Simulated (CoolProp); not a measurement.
The fluid at 293.15 K and 0.398 MPa (gas) is heated at constant pressure to 425.5 K. The same conditions are run with several fluids, on thermodynamics alone (safety and materials aside).

Computed with CoolProp (reference Helmholtz-energy equation of state of each fluid (chloromethane (R40): Thol 2014; nitrogen: Span 2000; normal hydrogen: Leachman 2009; methane: Setzmann 1991; R407C: Lemmon 2003)). Blends and air are pseudo-pure fits.

```
fluid                heat (kJ/kg)  final density (kg/m³)
-------------------  ------------  ---------------------
chloromethane (R40)           127                   5.80
nitrogen                      138                   3.15
normal hydrogen              1910                  0.226
methane                       320                   1.81
R407C                         126                   9.87
```
